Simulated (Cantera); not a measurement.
A perfectly stirred reactor is fed with CH4 : H2 : H = 0.02 : 1 : 0.02 (molar parts), at 11.3 Torr; it is held at 2325 K, and followed from long to short residence time.

Detailed kinetics in Cantera: GRI-Mech 3.0 (53 species, 325 reactions). GRI-Mech 3.0 stops at C3 and has no aromatics, soot or wall deposition, so with more carbon than oxygen in the feed, carbon stays in small species such as C2H2 where larger ones or solid carbon would form. Radical loss at walls, strong at low pressure, is not modelled.

Problem. What does this change do: pressure from 11.3 Torr to 120 Torr?

Solution. 
```json
[
 {"quantity": "x(CH4) at τ = 3.00 s", "before": "3.21e-5", "after": "7.90e-5"},
 {"quantity": "x(H2) at τ = 3.00 s", "before": "0.915", "after": "0.963"},
 {"quantity": "x(H) at τ = 3.00 s", "before": "0.0755", "after": "0.0271"},
 {"quantity": "x(CH3) at τ = 3.00 s", "before": "4.91e-5", "after": "4.13e-5"},
 {"quantity": "x(C2H) at τ = 3.00 s", "before": "3.59e-5", "after": "1.26e-5"},
 {"quantity": "x(CH4) at τ = 35.0 ms", "before": "0.00184", "after": "0.000710"},
 {"quantity": "x(H2) at τ = 35.0 ms", "before": "0.961", "after": "0.965"},
 {"quantity": "x(H) at τ = 35.0 ms", "before": "0.0281", "after": "0.0247"},
 {"quantity": "x(CH3) at τ = 35.0 ms", "before": "0.00100", "after": "0.000337"},
 {"quantity": "x(C2H) at τ = 35.0 ms", "before": "1.11e-5", "after": "1.09e-5"}
]
```

Problem. What does this change do: 0.0077 parts H2O added?

Solution. 
```json
[
 {"quantity": "x(CH4) at τ = 3.00 s", "before": "3.21e-5", "after": "3.89e-5"},
 {"quantity": "x(H2) at τ = 3.00 s", "before": "0.915", "after": "0.914"},
 {"quantity": "x(H) at τ = 3.00 s", "before": "0.0755", "after": "0.0731"},
 {"quantity": "x(CH3) at τ = 3.00 s", "before": "4.91e-5", "after": "5.77e-5"},
 {"quantity": "x(C2H) at τ = 3.00 s", "before": "3.59e-5", "after": "2.12e-5"},
 {"quantity": "x(CH4) at τ = 35.0 ms", "before": "0.00184", "after": "0.00188"},
 {"quantity": "x(H2) at τ = 35.0 ms", "before": "0.961", "after": "0.955"},
 {"quantity": "x(H) at τ = 35.0 ms", "before": "0.0281", "after": "0.0275"},
 {"quantity": "x(CH3) at τ = 35.0 ms", "before": "0.00100", "after": "0.00101"},
 {"quantity": "x(C2H) at τ = 35.0 ms", "before": "1.11e-5", "after": "9.61e-6"}
]
```
